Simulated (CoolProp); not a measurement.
The fluid at 298.15 K and 0.85 MPa flows at 0.41 m/s in a round tube of 6 mm bore and 1.5 µm roughness, fully developed (64/Re and Nu = 3.66 if laminar; Colebrook and Gnielinski if turbulent). The same conditions are run with several fluids, on thermodynamics alone (safety and materials aside).

Computed with CoolProp (reference Helmholtz-energy equation of state of each fluid (ammonia: Gao 2020; sulfur hexafluoride: Guder 2009; R13: Platzer 1990; CF4 (R14): Platzer 1990)). The equations of Platzer and Polt are older, rougher fits.

Problem. Rank ammonia, sulfur hexafluoride, R13, CF4 (R14) by Reynolds number, highest first.

Solution. sulfur hexafluoride (8890), R13 (6610), CF4 (R14) (4340), ammonia (1610)

```tsv
fluid	Darcy friction factor	pressure drop (Pa/m)	heat-transfer coefficient (W/(m² K))	mass flow (kg/h)
ammonia	0.0398	3.60	15.8	0.270
sulfur hexafluoride	0.0322	25.2	64.9	2.33
R13	0.0349	19.0	46.9	1.63
CF4 (R14)	0.0392	17.1	40.0	1.30
```

Transport values come from each fluid's own correlations; those of R13, CF4 (R14) are estimates that may be off by 10 % or more.
